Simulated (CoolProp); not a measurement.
Model: reference Helmholtz-energy equation of state, Thol 2017, in CoolProp.

Q: For decamethyltetrasiloxane (MD2M), give the phase and the density (kg/m³), cp (kJ/(kg K)), expansivity (1/kK), fugacity coefficient at 326.85 °C and 2.6 bar.

A: 
- 326.85 °C and 2.6 bar: gas; density 17.5, cp 2.05, expansivity 2.24, fugacity coefficient 0.928
